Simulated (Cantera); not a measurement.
A perfectly stirred reactor is fed with CH4 : CO : O2 : N2 = 1 : 0.43 : 3.26 : 12.2 (molar parts), at 9.87 atm; it is adiabatic with a 700 K inlet, and is followed from long to short residence time, starting on the burning branch (τ in s: 0.081, 0.037, 0.017, 0.008, 0.0037, 0.0017, 0.0008, 0.00037, 0.00017, 8e-05, 3.7e-05).

Cantera simulation using GRI-Mech 3.0 (53 species, 325 reactions); the numbers are that mechanism's predictions, not measurements.

Q: What does this change do: inlet temperature 700 to 650 K?

A: 
| quantity | before | after |
|---|---|---|
| blow-out, bracketed by the residence times tried | burning at 37.0 µs, the shortest tried | burning at 37.0 µs, the shortest tried |
| x(CH4) at τ = 81.0 ms | 7.22e-7 | 8.82e-7 |
| x(CO) at τ = 81.0 ms | 0.000488 | 0.000382 |
| x(O2) at τ = 81.0 ms | 0.0614 | 0.0618 |
| x(O) at τ = 81.0 ms | 0.000155 | 0.000122 |
| x(H2) at τ = 81.0 ms | 0.000129 | 0.000102 |
| x(CH4) at τ = 1.70 ms | 2.47e-5 | 2.84e-5 |
| x(CO) at τ = 1.70 ms | 0.00156 | 0.00153 |
| x(O2) at τ = 1.70 ms | 0.0628 | 0.0628 |
| x(O) at τ = 1.70 ms | 0.000273 | 0.000239 |
| x(H2) at τ = 1.70 ms | 0.000269 | 0.000247 |

Q: What does this change do: inlet temperature 700 to 450 K?

A: 
```tsv
quantity	before	after
blow-out, bracketed by the residence times tried	burning at 37.0 µs, the shortest tried	burning at 80.0 µs, out at 37.0 µs
x(CH4) at τ = 81.0 ms	7.22e-7	2.07e-6
x(CO) at τ = 81.0 ms	0.000488	0.000161
x(O2) at τ = 81.0 ms	0.0614	0.0624
x(O) at τ = 81.0 ms	0.000155	4.35e-5
x(H2) at τ = 81.0 ms	0.000129	3.88e-5
x(CH4) at τ = 1.70 ms	2.47e-5	4.82e-5
x(CO) at τ = 1.70 ms	0.00156	0.00162
x(O2) at τ = 1.70 ms	0.0628	0.0632
x(O) at τ = 1.70 ms	0.000273	0.000152
x(H2) at τ = 1.70 ms	0.000269	0.000197
```
